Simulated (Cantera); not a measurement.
Ammonia decomposition in nitride growth gas

A perfectly stirred reactor is fed with NH3 : N2 = 1 : 0.63 (molar parts), at 1600 Pa; it is held at 1675 K, and followed from long to short residence time.

Model: the gas-phase N/H chemistry of the illustrative SiF4/NH3 mechanism in the Surface Chemkin manual (1991), integrated in Cantera. Walls and surfaces, which speed up NH3 decomposition in real reactors, are not modelled.

```tsv
τ (s)	x NH3	x N2H4	x N2H2	x NH2	x NH	x N2	x H2
19	0.379	5.44e-9	1.18e-6	0.000175	1.82e-6	0.403	0.218
5.3	0.515	9.09e-9	1.98e-6	0.000226	1.91e-6	0.393	0.0911
1.5	0.581	1.19e-8	2.41e-6	0.000259	1.62e-6	0.389	0.0296
0.42	0.605	1.25e-8	2.31e-6	0.000265	1.19e-6	0.387	0.00783
0.12	0.612	8.47e-9	1.49e-6	0.000218	7.54e-7	0.387	0.00149
0.033	0.613	1.62e-9	2.68e-7	9.55e-5	2.09e-7	0.386	0.000114
0.0091	0.613	1.29e-10	1.90e-8	2.70e-5	2.27e-8	0.386	1.48e-5
0.0026	0.613	1.04e-11	1.33e-9	7.73e-6	1.76e-9	0.387	3.89e-6
```
x: mole fraction; the columns are a selection and need not sum to one.
